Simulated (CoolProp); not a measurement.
Properties of C2F6 (R116) at several states.

Model: reference Helmholtz-energy equation of state, Lemmon 2006, in CoolProp. It is a short technical equation, of lower accuracy than the large ones.

```csv
T (K),p (MPa),phase,density (kg/m³),cv (kJ/(kg K)),Joule-Thomson coefficient (K/MPa),Prandtl number
379.9,3.88,supercritical,[?],[?],4.713,0.945
279.4,1.72,gas,143.3,0.7347,14.97,0.905
395.3,9.28,supercritical,520.3,[?],2.727,1.39
386,1.49,gas,[?],0.8414,[?],0.797
356.4,13,supercritical,[?],[?],1.047,2.10
```

### Question
What belongs in the gaps?

### Answer

- 379.9, density (kg/m³): 203.6
- 379.9, cv (kJ/(kg K)): 0.8495
- 395.3, cv (kJ/(kg K)): 0.8831
- 386, density (kg/m³): 68.19
- 386, Joule-Thomson coefficient (K/MPa): 4.344
- 356.4, density (kg/m³): 894.0
- 356.4, cv (kJ/(kg K)): 0.8453

Viscosity comes from a separate model (Huber 2003), an estimate that may be off by 10 % or more. Thermal conductivity comes from a separate model (Huber 2003), an estimate that may be off by 10 % or more.
